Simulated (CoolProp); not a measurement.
Vapour pressure (kPa) of toluene: the reference equation beside estimates from Tc = 318.6 °C, pc = 4126 kPa, ω = 0.266. Clausius-Clapeyron is anchored at 135.75 °C with a constant enthalpy of vaporisation of 31.65 kJ/mol.

Computed with CoolProp (reference Helmholtz-energy equation of state, Lemmon 2006). It is a short technical equation, of lower accuracy than the large ones.

| T (°C) | reference | Clausius-Clapeyron | van der Waals | Redlich-Kwong |
|---|---|---|---|---|
| 126.35 | 155.3 | 158.1 | 685.9 | 263.8 |
| 131.05 | 175.1 | 176.6 | 729.1 | 292.4 |
| 135.75 | 196.8 | 196.8 | 774.1 | 323.2 |
| 140.45 | 220.5 | 218.7 | 820.8 | 356.2 |
| 145.05 | 245.8 | 242.0 | 868.3 | 390.9 |
| 149.75 | 273.8 | 267.8 | 918.6 | 428.7 |
| 154.45 | 304.2 | 295.7 | 970.8 | 469.1 |
| 159.05 | 336.5 | 325.0 | 1024 | 511.3 |
| 163.75 | 372.0 | 357.3 | 1080 | 557.0 |
| 168.45 | 410.3 | 392.1 | 1138 | 605.5 |
| 173.05 | 450.7 | 428.5 | 1196 | 655.9 |

Absolute difference from the reference over all 11 rows, mean and median: Clausius-Clapeyron 2.4 and 2.2 %, van der Waals 242.6 and 235.5 %, Redlich-Kwong 57.0 and 56.6 %.
